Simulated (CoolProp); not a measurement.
A simple Rankine cycle with benzene: condensing at 290.15 K, boiler at 0.268 MPa, turbine inlet 393.5 K, turbine efficiency 0.6, pump efficiency 0.7, no recuperator. Each further row changes one setting.

Model: reference Helmholtz-energy equation of state, Thol 2012, in CoolProp.

```csv
case,thermal efficiency (%),net work (kJ/kg),heat in (kJ/kg),turbine exit temperature (K),volume ratio over the turbine
as stated,13.0,72.2,557,331.2,27.7
turbine inlet 413.5 K,?,77.0,?,352.1,27.8
condensing temperature 282.15 K,13.9,?,570,324.8,40.9
boiler pressure 0.188 MPa,11.9,?,?,?,?
turbine efficiency 0.5,10.8,60.1,557,341.3,28.6
```

Task: What belongs in the gaps?

Result: 
- turbine inlet 413.5 K, thermal efficiency (%): 13.1
- turbine inlet 413.5 K, heat in (kJ/kg): 587
- condensing temperature 282.15 K, net work (kJ/kg): 79.5
- boiler pressure 0.188 MPa, net work (kJ/kg): 66.5
- boiler pressure 0.188 MPa, heat in (kJ/kg): 560
- boiler pressure 0.188 MPa, turbine exit temperature (K): 338.5
- boiler pressure 0.188 MPa, volume ratio over the turbine: 19.5
